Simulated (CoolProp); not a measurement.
Vapour-liquid equilibrium of ethanol (1) + n-octane (2) at 204.75 °C; x and y are mole fractions of (1).

Computed with CoolProp (multi-fluid Helmholtz-energy mixture model, Schroeder 2014 and Beckmüller 2019; pair parameters Bell 2016).

```json
[
 {"x": "0.05", "bubble pressure (MPa)": "0.9193", "y at the bubble point": "0.315", "dew pressure at overall composition x (MPa)": "0.6390", "liquid density (mol/L)": "4.705"},
 {"x": "0.2", "bubble pressure (MPa)": "1.581", "y at the bubble point": "0.588", "dew pressure at overall composition x (MPa)": "0.7751", "liquid density (mol/L)": "5.081"},
 {"x": "0.35", "bubble pressure (MPa)": "1.989", "y at the bubble point": "0.678", "dew pressure at overall composition x (MPa)": "0.9725", "liquid density (mol/L)": "5.549"},
 {"x": "0.5", "bubble pressure (MPa)": "2.306", "y at the bubble point": "0.740", "dew pressure at overall composition x (MPa)": "1.290", "liquid density (mol/L)": "?"},
 {"x": "0.65", "bubble pressure (MPa)": "2.603", "y at the bubble point": "?", "dew pressure at overall composition x (MPa)": "?", "liquid density (mol/L)": "7.099"},
 {"x": "0.8", "bubble pressure (MPa)": "?", "y at the bubble point": "0.878", "dew pressure at overall composition x (MPa)": "2.590", "liquid density (mol/L)": "8.525"},
 {"x": "0.95", "bubble pressure (MPa)": "3.177", "y at the bubble point": "0.967", "dew pressure at overall composition x (MPa)": "3.128", "liquid density (mol/L)": "10.78"}
]
```

Q: What belongs in the gaps?

A: 
- 0.5, liquid density (mol/L): 6.179
- 0.65, y at the bubble point: 0.803
- 0.65, dew pressure at overall composition x (MPa): 1.851
- 0.8, bubble pressure (MPa): 2.896

No azeotrope shows between x = 0.05 and 0.95.

Pair parameters are fitted to limited data, so mixtures are less certain than the pure fluids.
